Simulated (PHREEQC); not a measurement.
Consider water at 25 °C with 0.0097 mol/kgw HF, 3.2e-05 mol/kgw NaF and 2.7e-06 mol/kgw H4SiO4. Closed to the air; pH follows from the charge balance.

All values are PHREEQC results (ion-association model, wateq4f.dat), not measurements.

```json
[
 {"quantity": "pH", "before": "2.66", "after": "2.74"},
 {"quantity": "ionic strength (mol/kgw)", "before": "0.00234", "after": "0.00192"},
 {"quantity": "HF (mol/kgw)", "before": "0.00706", "after": "0.00762"},
 {"quantity": "F- (mol/kgw)", "before": "0.00227", "after": "0.00185"},
 {"quantity": "H2F2 (mol/kgw)", "before": "0.000130", "after": "5.90e-5"},
 {"quantity": "HF2- (mol/kgw)", "before": "6.15e-5", "after": "6.13e-5"},
 {"quantity": "SI of Quartz (SiO2)", "before": "-5.22", "after": "-3.78"}
]
```

Q: Name the change that produced these shifts.
A) NaF left out
B) NaF replaced by LiF at the same molality
C) temperature from 25 to 80 °C
D) temperature from 25 to 50 °C
E) temperature from 25 to 70 °C

A: D, temperature from 25 to 50 °C

No solid was allowed to form. At this temperature some constants are extrapolated from 25 °C, and those without enthalpy data are left unchanged. SiF6-2 is the database's only silicon fluoride.
